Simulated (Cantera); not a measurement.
Charge: 1 mol C2F6, 4.4 mol H2, held at 1000 Pa.

Cantera equilibrium calculation (NASA polynomials, part measured and part estimated; ideal gas, pure solids and liquids). Candidate condensed phases: C, C6H6, C7H8, C8H18; 95 gas species. The feed counts by its element totals alone. Equilibrium is a limit: real reactors are often held back by kinetics, nucleation or transport.

**Question.** What share of the C ends up in condensed phases as a function of T (K), at 798, 998, 1198, 1398, 1598, 1798, 1998, 2198, 2398, 2598, 2798, 2998, 3198?

**Answer.** 
```csv
T (K),C condensed (%),as
798,99.8,C(graphite)
998,100.0,C(graphite)
1198,100.0,C(graphite)
1398,100.0,C(graphite)
1598,100.0,C(graphite)
1798,100.0,C(graphite)
1998,99.9,C(graphite)
2198,99.7,C(graphite)
2398,99.2,C(graphite)
2598,98.1,C(graphite)
2798,92.6,C(graphite)
2998,44.8,C(graphite)
3198,0.0,-
```
